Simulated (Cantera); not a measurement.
Input (Python, Cantera) and output of one run.

```python
import numpy as np
import cantera as ct

gas_names = [...]  # 87 gases of nasa_gas.yaml made of C, H, Si
cond_names = """
    C(gr) C6H6(L) C7H8(L) C8H18(L),n-octa Si(cr) Si(L) SiC(b)
""".split()


# ... load() reads the species with a 1 bar reference pressure and builds the phases ...
atoms = {
    'SiC': {'Si': 1, 'C': 1},
    'Si': {'Si': 1},
    'H2': {'H': 2},
}
top_T = {'C(gr)': 4500, 'SiC(b)': 3050}  # K; cautious upper limits of use, not melting points


# ... equilibrate(T, P, feed) seeds the gas with the atoms and calls Mixture.equilibrate('TP', solver="vcs", rtol=1e-11, max_steps=5000) ...
results = []
feed = {'SiC': 1, 'Si': 0.48, 'H2': 0.015}  # mol
P = 100000  # Pa
for T in [2425, 2475, 2525, 2575, 2625, 2675, 2725, 2775, 2825, 2875, 2925, 2975]:
    mix = equilibrate(T, P, feed)
    results.append((T, P, feed, dict(zip(mix.species_names, mix.species_moles))))

top = {s: max(r[3][s] / sum(r[3][g] for g in gas_names) for r in results) for s in gas_names}
cols = sorted((s for s in top if top[s] > 0.001), key=lambda s: -top[s])[:7]
seen = [c for c in cond_names if any(r[3].get(c, 0) > 1e-12 for r in results)]
print("log10 of partial pressures in bar; condensed amounts in mol")
print(f"{'T/K':>10s}" + "".join(f"{s[:9]:>10s}" for s in cols + seen))
for T, P, feed, n in results:
    ng = sum(n[g] for g in gas_names)
    print(f"{T:10.4g}" + "".join(f"{np.log10(max(n[s] / ng * P / 1e5, 1e-99)):10.3f}" for s in cols)
          + "".join(f"{n.get(c, 0):10.4g}" for c in seen))
```

It prints:

```
log10 of partial pressures in bar; condensed amounts in mol
       T/K        H2         H        Si      Si2C      SiC2 C2H2,acet       SiH     Si(L)    SiC(b)
      2425    -0.010    -1.752    -2.575    -3.506    -4.657    -3.516    -3.107    0.4799         1
      2475    -0.013    -1.654    -2.406    -3.278    -4.316    -3.318    -2.973    0.4799         1
      2525    -0.017    -1.561    -2.243    -3.060    -3.989    -3.128    -2.846    0.4799         1
      2575    -0.021    -1.471    -2.087    -2.850    -3.675    -2.947    -2.724    0.4798    0.9999
      2625    -0.028    -1.386    -1.937    -2.649    -3.373    -2.774    -2.608    0.4798    0.9999
      2675    -0.035    -1.305    -1.793    -2.456    -3.083    -2.610    -2.497    0.4797    0.9998
      2725    -0.045    -1.227    -1.654    -2.270    -2.804    -2.454    -2.391    0.4796    0.9997
      2775    -0.058    -1.155    -1.520    -2.091    -2.536    -2.308    -2.291    0.4794    0.9996
      2825    -0.075    -1.087    -1.391    -1.919    -2.277    -2.171    -2.197    0.4792    0.9994
      2875    -0.096    -1.024    -1.266    -1.753    -2.027    -2.044    -2.109     0.479     0.999
      2925    -0.125    -0.967    -1.146    -1.592    -1.787    -1.930    -2.028    0.4786    0.9985
      2975    -0.163    -0.917    -1.030    -1.438    -1.554    -1.830    -1.955    0.4781    0.9976
```

Method: chemical equilibrium by Gibbs-energy minimisation in Cantera with the NASA 1993 tables (ideal gas, pure condensed phases). Mutual solubility and eutectic melting of coexisting phases are not modelled. Gases not in the tables: Si2H6 and higher silanes.
